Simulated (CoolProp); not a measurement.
A single-stage vapour-compression cycle with c-C4F8 (RC318): evaporating at 291.15 K (dew point), condensing at 351.15 K (bubble point), superheat 0 K, subcooling 5 K, compressor efficiency 0.65, no pressure losses. Each further row changes one setting.

Computed with CoolProp (reference Helmholtz-energy equation of state, Platzer 1990). This equation is an older, rougher fit; its heat capacities, sound speeds and derivatives of the liquid may be far off and weren't checked against measurements.

| case | cooling COP | pressure ratio | discharge temperature (K) | refrigerating effect (kJ/kg) | volumetric capacity (kJ/m³) |
|---|---|---|---|---|---|
| as stated | ___ | 5.17 | 351.2 | 42.7 | 959 |
| evaporating temperature 296.15 K | ___ | 4.38 | 351.2 | ___ | 1210 |
| condensing temperature 346.15 K | 2.08 | 4.62 | 346.2 | 49.0 | 1100 |
| subcooling 10 K | ___ | 5.17 | 351.2 | 49.1 | 1100 |
| superheat 10 K | ___ | 5.17 | 351.2 | ___ | ___ |
| compressor efficiency 0.55 | 1.45 | 5.17 | 351.2 | 42.7 | 959 |

Problem. Complete the blanks.

Solution. 
- as stated, cooling COP: 1.71
- evaporating temperature 296.15 K, cooling COP: 2.04
- evaporating temperature 296.15 K, refrigerating effect (kJ/kg): 46.1
- subcooling 10 K, cooling COP: 1.96
- superheat 10 K, cooling COP: 1.86
- superheat 10 K, refrigerating effect (kJ/kg): 50.8
- superheat 10 K, volumetric capacity (kJ/m³): 1090

The compression ends wet for: as stated; evaporating temperature 296.15 K; condensing temperature 346.15 K; subcooling 10 K; superheat 10 K; compressor efficiency 0.55.
